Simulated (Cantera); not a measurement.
Input: 1 mol SiCl₄, 33 mol NH₃, held at 1250 K and 26.3 Torr.

These are equilibrium values from Cantera (NASA tables, ideal gas, pure condensed phases), not measurements of a reactor. Candidate condensed phases: NH₄Cl, Si, Si₃N₄; 28 gas species. Rates play no part.

Question: What is the equilibrium state?

Answer: 
* **x(H₂)**: 0.705
* **x(N₂)**: 0.235
* **x(HCl)**: 0.0594
* **x(SiCl₂)**: 7.76e-6
* **x(SiCl₄)**: 2.95e-6
* **x(H)**: 2.17e-6
* **x(SiCl₃)**: 1.79e-6
* **x(NH₃)**: 1.54e-6
* **x(SiHCl₃)**: 1.25e-6
* **n(Si₃N₄(s))**: 0.333 mol
* **gas amount**: 67.33 mol
* **log10 activity of Si(s) (absent)**: -3.21
